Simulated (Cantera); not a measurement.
Charge: 1 mol SiC, 0.0013 mol H2O, a varied amount of N2, equilibrated at 2025 K and 0.160 Pa.

Method: chemical equilibrium by Gibbs-energy minimisation in Cantera with the NASA 1993 tables (ideal gas, pure condensed phases). Candidate condensed phases: C, C6H6, C7H8, C8H18, H2O, Si, SiC, SiO2, Si2N2O, Si3N4; 151 gas species. The tables' values for SiN are old estimates; treat these amounts as uncertain. The numbers say what is thermodynamically allowed, not how fast it happens.

x: gas mole fraction; n: condensed amount in mol.

| n(N2) (mol) | x N2 | x Si | x SiC2 | x Si2C | n C(graphite) |
|---|---|---|---|---|---|
| 1.6 | 0.615 | 0.364 | 0.0169 | 0.00184 | 0.904 |
| 2.6 | 0.722 | 0.263 | 0.0122 | 0.000966 | 0.905 |
| 4.1 | … | … | … | … | 0.904 |
| 6.7 | 0.869 | 0.124 | 0.00574 | 0.000213 | 0.903 |
| 11 | 0.916 | … | … | … | 0.900 |
| 17 | 0.944 | 0.0530 | 0.00246 | 3.91e-5 | 0.896 |
| 27 | 0.964 | 0.0341 | 0.00158 | 1.62e-5 | 0.889 |

Question: Complete the blanks.

Answer: 
- 4.1, x N2: 0.803
- 4.1, x Si: 0.186
- 4.1, x SiC2: 0.00865
- 4.1, x Si2C: 0.000483
- 11, x Si: 0.0794
- 11, x SiC2: 0.00369
- 11, x Si2C: 8.77e-5
